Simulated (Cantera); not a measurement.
What does this Cantera script print?

```python
import numpy as np
import cantera as ct

gas = ct.Solution("gri30.yaml")
gas.TPX = 1175, 140000, {'N2O': 1, 'O2': 1.4, 'H2O': 0.013}
reactor = ct.IdealGasConstPressureReactor(gas, energy="off", clone=False)
net = ct.ReactorNet([reactor])
net.rtol, net.atol = 1e-08, 1e-18
show = ['N2O', 'O2', 'NO', 'N2', 'NO2']
times = np.geomspace(0.0006, 300, 11)

steps = ct.SolutionArray(gas, extra=["t"])
rows = []
print(f"{'t/s':>10s}{'T/K':>9s}{'P/Pa':>11s}" + "".join(f"{s:>11s}" for s in show))
for t in times:
    while net.time < t:
        t_next = net.step()
        steps.append(gas.state, t=t_next)
    rows.append([np.interp(t, steps.t, y) for y in (steps.T, steps.P, *steps(*show).X.T)])
    print(f"{t:10.3e}{rows[-1][0]:9.1f}{rows[-1][1]:11.4g}" + "".join(f"{x:11.3e}" for x in rows[-1][2:]))
rate = np.gradient(steps.T, steps.t)
print("integrator steps:", len(steps.t))
if steps.T.max() > steps.T[0] + 200:
    print(f"time of steepest temperature rise: {steps.t[rate.argmax()]:.4e} s")
gas.TPX = 1175, 140000, {'N2O': 1, 'O2': 1.4, 'H2O': 0.013}
gas.equilibrate("TP")
print(f"equilibrium (TP): T = {gas.T:.1f} K  " + "  ".join(f"{s} {gas[s].X[0]:.3e}" for s in show))
```

Result:

```
       t/s      T/K       P/Pa        N2O         O2         NO         N2        NO2
 6.000e-04   1175.0    1.4e+05  4.143e-01  5.802e-01  1.145e-05  1.175e-04  3.149e-08
 2.229e-03   1175.0    1.4e+05  4.139e-01  5.803e-01  4.146e-05  4.413e-04  1.658e-06
 8.278e-03   1175.0    1.4e+05  4.123e-01  5.805e-01  1.425e-04  1.649e-03  1.706e-05
 3.075e-02   1175.0    1.4e+05  4.068e-01  5.812e-01  5.105e-04  6.075e-03  6.713e-05
 1.142e-01   1175.0    1.4e+05  3.871e-01  5.839e-01  1.871e-03  2.168e-02  1.303e-04
 4.243e-01   1175.0    1.4e+05  3.251e-01  5.926e-01  6.053e-03  7.090e-02  2.048e-04
 1.576e+00   1175.0    1.4e+05  1.862e-01  6.125e-01  1.424e-02  1.818e-01  3.171e-04
 5.854e+00   1175.0    1.4e+05  4.047e-02  6.351e-01  1.968e-02  2.998e-01  3.878e-04
 2.174e+01   1175.0    1.4e+05  5.837e-04  6.419e-01  1.962e-02  3.328e-01  6.860e-04
 8.077e+01   1175.0    1.4e+05  1.017e-07  6.420e-01  1.953e-02  3.333e-01  7.692e-04
 3.000e+02   1175.0    1.4e+05  1.015e-07  6.420e-01  1.952e-02  3.333e-01  7.689e-04
integrator steps: 1585
equilibrium (TP): T = 1175.0 K  N2O 1.046e-08  O2 6.521e-01  NO 1.882e-04  N2 3.432e-01  NO2 7.472e-06
```

Computed with Cantera and GRI-Mech 3.0 (53 species, 325 reactions). GRI-Mech 3.0 was tuned for natural gas; its chemistry of N2O as a main component is partial and can be far from experiment. The mechanism lacks the step 2 NO + O2 → 2 NO2, which can matter for NO2 below about 1400 K. The temperature is held fixed by assumption; the heat of reaction is taken as removed at once.
